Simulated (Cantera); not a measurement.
A closed system holds: 1 mol SiH2Cl2, 0.056 mol C3H8, 270 mol H2, equilibrated at 2500 Pa.

Method: chemical equilibrium by Gibbs-energy minimisation in Cantera with the NASA 1993 tables (ideal gas, pure condensed phases). Candidate condensed phases: C, C6H6, C7H8, C8H18, Si, SiC; 109 gas species. Mutual solubility and eutectic melting of coexisting phases are not modelled. Gases not in the tables: Si2H6 and higher silanes. Rates play no part.

Task: Which condensed phases are stable at each of these points (T (°C)): 1127, 1177, 1227, 1277, 1327, 1377, 1427, 1477, 1527, 1577, 1627, 1677, 1727?

Result: 
| T (°C) | condensed phases | Si condensed (%) |
|---|---|---|
| 1127 | Si(s) + SiC(s) | 95.9 |
| 1177 | Si(s) + SiC(s) | 95.8 |
| 1227 | Si(s) + SiC(s) | 95.6 |
| 1277 | Si(s) + SiC(s) | 95.3 |
| 1327 | Si(s) + SiC(s) | 95.0 |
| 1377 | Si(s) + SiC(s) | 94.5 |
| 1427 | Si(l) + SiC(s) | 93.7 |
| 1477 | Si(l) + SiC(s) | 92.7 |
| 1527 | Si(l) + SiC(s) | 90.5 |
| 1577 | Si(l) + SiC(s) | 86.0 |
| 1627 | Si(l) + SiC(s) | 77.6 |
| 1677 | Si(l) + SiC(s) | 62.4 |
| 1727 | Si(l) + SiC(s) | 35.6 |

From 1127 °C to 1377 °C the condensed part is Si(s) + SiC(s). From 1427 °C to 1727 °C the condensed part is Si(l) + SiC(s).
